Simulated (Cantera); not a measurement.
# Thermodynamics of chlorosilane synthesis and conversion, feed SiCl₄ + HCl + H₂

A closed system holds: 1 mol SiCl₄, 2.2 mol HCl, a varied amount of H₂, equilibrated at 750 K and 323 Torr.

These are equilibrium values from Cantera (NASA tables, ideal gas, pure condensed phases), not measurements of a reactor. Candidate condensed phases: Si; 19 gas species. The numbers say what is thermodynamically allowed, not how fast it happens.

```json
[
 {"n(H₂) (mol)": "0.22", "x H₂": "0.0643", "x HCl": "0.643", "x SiCl₄": "0.292", "x SiHCl₃": "1.32e-5", "x SiCl₃": "1.88e-8", "x SiH₂Cl₂": "4.39e-11"},
 {"n(H₂) (mol)": "0.38", "x H₂": "0.106", "x HCl": "0.615", "x SiCl₄": "0.279", "x SiHCl₃": "2.18e-5", "x SiCl₃": "2.41e-8", "x SiH₂Cl₂": "1.25e-10"},
 {"n(H₂) (mol)": "0.64", "x H₂": "0.167", "x HCl": "0.573", "x SiCl₄": "0.260", "x SiHCl₃": "3.43e-5", "x SiCl₃": "3.02e-8", "x SiH₂Cl₂": "3.31e-10"},
 {"n(H₂) (mol)": "1.1", "x H₂": "0.256", "x HCl": "0.512", "x SiCl₄": "0.233", "x SiHCl₃": "5.26e-5", "x SiCl₃": "3.74e-8", "x SiH₂Cl₂": "8.73e-10"},
 {"n(H₂) (mol)": "1.8", "x H₂": "0.360", "x HCl": "0.440", "x SiCl₄": "0.200", "x SiHCl₃": "7.40e-5", "x SiCl₃": "4.44e-8", "x SiH₂Cl₂": "2.01e-9"},
 {"n(H₂) (mol)": "3.1", "x H₂": "0.492", "x HCl": "0.349", "x SiCl₄": "0.159", "x SiHCl₃": "0.000101", "x SiCl₃": "5.19e-8", "x SiH₂Cl₂": "4.73e-9"},
 {"n(H₂) (mol)": "5.2", "x H₂": "0.619", "x HCl": "0.262", "x SiCl₄": "0.119", "x SiHCl₃": "0.000127", "x SiCl₃": "5.81e-8", "x SiH₂Cl₂": "9.98e-9"},
 {"n(H₂) (mol)": "8.8", "x H₂": "0.733", "x HCl": "0.183", "x SiCl₄": "0.0832", "x SiHCl₃": "0.000150", "x SiCl₃": "6.32e-8", "x SiH₂Cl₂": "2.00e-8"},
 {"n(H₂) (mol)": "15", "x H₂": "0.824", "x HCl": "0.121", "x SiCl₄": "0.0548", "x SiHCl₃": "0.000169", "x SiCl₃": "6.69e-8", "x SiH₂Cl₂": "3.82e-8"}
]
```
x: gas mole fraction; nothing condenses.

From 0.22 mol H₂ to 15 mol H₂ nothing is condensed. The main Si-bearing gas is SiCl₄ throughout.
